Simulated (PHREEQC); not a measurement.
Consider water at 69 °C with 71 mmol/kgw CdCl2, 40 mmol/kgw NaCl and 1.7 mmol/kgw FeSO4. It is in equilibrium with CO2 at log p = -3.4 (atm). Otherwise closed; pH follows from the charge balance.

Equilibrium calculation in PHREEQC: ion-association model, phreeqc.dat.

No solid was allowed to form.

Estimate the pH, density, ionic strength.

pH 5.23; density 0.991 g/cm³; ionic strength 0.127 mol/kgw.

In which forms is C present?

CO2 88 %, HCO3- 10 %, CdHCO3+ 1.2 %, FeHCO3+ 0.5 % of the C.

Species that the database lacks are ignored. At this temperature some constants are extrapolated from 25 °C, and those without enthalpy data are left unchanged.
